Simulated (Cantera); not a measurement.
Input: 1 mol borazine, 0.19 mol NH3, 110 mol H2, held at 0.720 bar.

These are equilibrium values from Cantera (NASA tables, ideal gas, pure condensed phases), not measurements of a reactor. Candidate condensed phases: B, BN; 15 gas species. The feed counts by its element totals alone. Mutual solubility and eutectic melting of coexisting phases are not modelled. Gases not in the tables: B2H6 and higher boranes. Kinetics and transport are ignored.

Question: Which condensed phases are stable at each of these points (T (K)): 1248, 1348, 1448, 1548, 1648, 1748, 1848, 1948, 2048, 2148, 2248?

Answer: 
```json
[
 {"T (K)": "1248", "condensed phases": "BN(s)", "B condensed (%)": "100.0"},
 {"T (K)": "1348", "condensed phases": "BN(s)", "B condensed (%)": "100.0"},
 {"T (K)": "1448", "condensed phases": "BN(s)", "B condensed (%)": "100.0"},
 {"T (K)": "1548", "condensed phases": "BN(s)", "B condensed (%)": "100.0"},
 {"T (K)": "1648", "condensed phases": "BN(s)", "B condensed (%)": "100.0"},
 {"T (K)": "1748", "condensed phases": "BN(s)", "B condensed (%)": "100.0"},
 {"T (K)": "1848", "condensed phases": "BN(s)", "B condensed (%)": "99.9"},
 {"T (K)": "1948", "condensed phases": "BN(s)", "B condensed (%)": "99.6"},
 {"T (K)": "2048", "condensed phases": "BN(s)", "B condensed (%)": "98.6"},
 {"T (K)": "2148", "condensed phases": "BN(s)", "B condensed (%)": "96.1"},
 {"T (K)": "2248", "condensed phases": "B(s) + BN(s)", "B condensed (%)": "93.5"}
]
```

From 1248 K to 2148 K the condensed part is BN(s). At 2248 K the condensed part is B(s) + BN(s).
